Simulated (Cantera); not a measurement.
What does this Cantera script print?

```python
import numpy as np
import cantera as ct

gas = ct.Solution("h2o2.yaml")


def delay(T, t_max=10):
    gas.TPX = T, 120000, {'H2': 1, 'O2': 0.227, 'N2': 0.855}
    reactor = ct.IdealGasReactor(gas, clone=False)
    net = ct.ReactorNet([reactor])
    net.rtol, net.atol = 1e-8, 1e-16
    while net.time < t_max:
        t_old, T_old = net.time, reactor.T
        net.step()
        if reactor.T > T + 400:  # ignition: a rise of 400 K
            return t_old + (T + 400 - T_old) / (reactor.T - T_old) * (net.time - t_old)
    return np.nan


taus = []
for T in [975, 1075, 1175, 1275, 1375, 1475]:
    taus.append(delay(T))
    print(f"T0 = {T:6g} K   tau = {taus[-1]:.4e} s")
```

Output:

```
T0 =    975 K   tau = 3.1258e-03 s
T0 =   1075 K   tau = 1.1619e-04 s
T0 =   1175 K   tau = 5.0901e-05 s
T0 =   1275 K   tau = 2.9534e-05 s
T0 =   1375 K   tau = 1.9604e-05 s
T0 =   1475 K   tau = 1.4360e-05 s
```

Cantera simulation using the H2/O2 subset of GRI-Mech 3.0, which has no nitrogen chemistry; the numbers are that mechanism's predictions, not measurements.
